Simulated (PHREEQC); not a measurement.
Solution (20 °C): 0.019 mol/kgw NaOH and 4.5e-07 mol/kgw H4SiO4. Closed to the air; pH follows from the charge balance.

Model: Pitzer model, pitzer.dat, run in PHREEQC.

Each row changes one thing in this solution. Precipitation was switched off in this run.

| case | pH | H3SiO4- (mol/kgw) | H4SiO4 (mol/kgw) | SI of SiO2(a) (SiO2) |
|---|---|---|---|---|
| as made | 12.38 | 3.78e-7 | 1.09e-9 | -6.26 |
| NaOH from 0.019 to 0.0285 mol/kgw | 12.55 | 3.45e-7 | (withheld) | -6.47 |
| diluted 5-fold with water | 11.72 | 8.61e-8 | 1.25e-9 | -6.20 |
| diluted 2-fold with water | 12.10 | 2.06e-7 | (withheld) | -6.22 |
| H4SiO4 from 4.5e-07 to 9e-07 mol/kgw | 12.38 | 7.56e-7 | (withheld) | -5.95 |
| 0.00022 mol/kgw NaHCO3 added | 12.38 | 3.78e-7 | 1.10e-9 | -6.25 |
| NaOH left out | 7.08 | (withheld) | 4.49e-7 | -3.64 |
| 0.0029 mol/kgw Na2SO4 added | 12.38 | 3.75e-7 | 1.08e-9 | -6.26 |

Q: Some entries are withheld; supply them.

A: 
- NaOH from 0.019 to 0.0285 mol/kgw, H4SiO4 (mol/kgw): 6.58e-10
- diluted 2-fold with water, H4SiO4 (mol/kgw): 1.20e-9
- H4SiO4 from 4.5e-07 to 9e-07 mol/kgw, H4SiO4 (mol/kgw): 2.18e-9
- NaOH left out, H3SiO4- (mol/kgw): 6.67e-10
